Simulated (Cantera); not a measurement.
A closed system holds: 1 mol SiH4, a varied amount of Cl2, 18 mol H2, equilibrated at 1023.15 K and 0.100 bar.

Cantera equilibrium calculation (NASA polynomials, part measured and part estimated; ideal gas, pure solids and liquids). Candidate condensed phases: Si; 19 gas species. Kinetics and transport are ignored.

Q: What share of the Si ends up in condensed phases as a function of n(Cl2) (mol), at 0.037, 0.078, 0.12, 0.16, 0.2, 0.24, 0.29, 0.33, 0.37, 0.41, 0.45, 0.49, 0.53?

A: 
| n(Cl2) (mol) | Si condensed (%) | as |
|---|---|---|
| 0.037 | 99.7 | Si(s) |
| 0.078 | 98.6 | Si(s) |
| 0.12 | 97.0 | Si(s) |
| 0.16 | 95.3 | Si(s) |
| 0.2 | 93.5 | Si(s) |
| 0.24 | 91.6 | Si(s) |
| 0.29 | 89.2 | Si(s) |
| 0.33 | 87.3 | Si(s) |
| 0.37 | 85.3 | Si(s) |
| 0.41 | 83.3 | Si(s) |
| 0.45 | 81.3 | Si(s) |
| 0.49 | 79.3 | Si(s) |
| 0.53 | 77.2 | Si(s) |
